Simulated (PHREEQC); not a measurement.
A PHREEQC speciation (ion-association model, wateq4f.dat) at 25 °C gives pH 1.10 and these molalities:

```csv
species,mol/kgw
H+,0.0971
HSO4-,0.0618
SO4-2,0.0172
H3PO4,0.00782
H2PO4-,0.000878
H3AsO4,2.40e-5
H2AsO4-,2.00e-6
```

What are the element totals, and what could have been dissolved in 1 kg of water to give them?

This is not unique; one that fits is totals As(5) 2.60e-5, P 0.00870, S(6) 0.0790 mol/kgw, from 8.7 mmol/kgw H3PO4, 79 mmol/kgw H2SO4 and 0.026 mmol/kgw H3AsO4.

Precipitation was switched off in this run. Complexes and solids missing from the database can't appear. H3PO4, which wateq4f.dat lacks, is added to it with the constant of phreeqc.dat.
